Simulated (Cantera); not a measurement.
A closed system holds: 1 mol MgO, a varied amount of Cl2, equilibrated at 7.00 Pa.

Method: chemical equilibrium by Gibbs-energy minimisation in Cantera with the NASA 1993 tables (ideal gas, pure condensed phases). Candidate condensed phases: Mg, MgCl2, MgO; 11 gas species. Kinetics and transport are ignored.

Stable condensed phases, one row left out:

```
T in K \ n(Cl2) in mol
         0.86  1.2  1.8  2.6  3.7  5.3  7.6   11   16
   1775     A    A    A    B    B    B    B    B    B
   1675     A    A    A    B    B    B    B    B    B
   1575     A    A    A    B    B    B    B    B    B
   1475     A    A    A    B    B    B    B    B    B
   1375     A    A    B    B    B    B    B    B    B
   1275     A    A    A    B    B    B    B    B    B
   1075     A    A    A    A    A    A    A    B    B
    975     A    A    A    A    A    A    A    A    A
    875     A    A    A    A    A    A    A    A    A
```

A: MgO; B: gas only.

**Question.** Give the row for 1175 K.

**Answer.** 0.86: MgO; 1.2: MgO; 1.8: MgO; 2.6: MgO; 3.7: gas only; 5.3: gas only; 7.6: gas only; 11: gas only; 16: gas only.
